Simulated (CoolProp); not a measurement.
Properties of isobutane along the isotherm 575 K (Tc = 407.8 K, pc = 3629 kPa, ω = 0.184).

Computed with CoolProp (reference Helmholtz-energy equation of state, Bücker 2006).

```csv
p (kPa),phase,cv (kJ/(kg K)),Joule-Thomson coefficient (K/MPa),viscosity (µPa s),Prandtl number,fugacity coefficient
2270,gas,2.721,3.240,14.5,0.728,0.9375
4540,supercritical,2.739,3.279,16.1,0.801,0.8803
6800,supercritical,2.756,3.157,18.4,0.920,0.8289
9070,supercritical,2.768,2.818,21.2,1.07,0.7836
11300,supercritical,2.776,2.325,24.2,1.21,0.7459
13600,supercritical,2.779,1.800,27.4,1.35,0.7144
15900,supercritical,2.780,1.359,30.6,1.47,0.6899
18100,supercritical,2.780,1.031,33.5,1.57,0.6722
```

Viscosity comes from a separate model (Vogel 2000). Thermal conductivity comes from a separate model (Perkins 2002).
